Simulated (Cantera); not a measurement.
## Diamond growth

A diamond (100) surface in a fixed gas of H2 with x(CH4) = 0.0037, x(H) = 0.0065, at 1350 K, 1500 Pa; coverages are run to steady state.

Computed with Cantera and the Harris–Goodwin 1993 mechanism for the reconstructed diamond (100) surface.

```
x(CH3)   growth (µm/h)  θ c6HH  θ c6H*  θ c6*H  θ c6**    θ c6HM
-------  -------------  ------  ------  ------  ------  --------
1e-06          0.00243   0.359  0.0543   0.535  0.0515   2.66e-7
2.5e-06        0.00608   0.359  0.0543   0.535  0.0515   6.66e-7
6.1e-06         0.0148   0.359  0.0543   0.535  0.0515   1.62e-6
1.5e-05         0.0365   0.359  0.0543   0.535  0.0514   3.99e-6
3.7e-05         0.0899   0.359  0.0543   0.535  0.0514   9.85e-6
9.2e-05          0.223   0.359  0.0543   0.535  0.0513   2.45e-5
0.00023          0.556   0.359  0.0542   0.535  0.0511   6.11e-5
0.00056           1.34   0.359  0.0542   0.534  0.0506  0.000148
0.0014            3.28   0.359  0.0541   0.534  0.0495  0.000367
```
θ: site fractions in the mechanism's names (c6HH fully hydrogenated, c6H* and c6*H radical sites, c6** diradical, c6HM methylated).
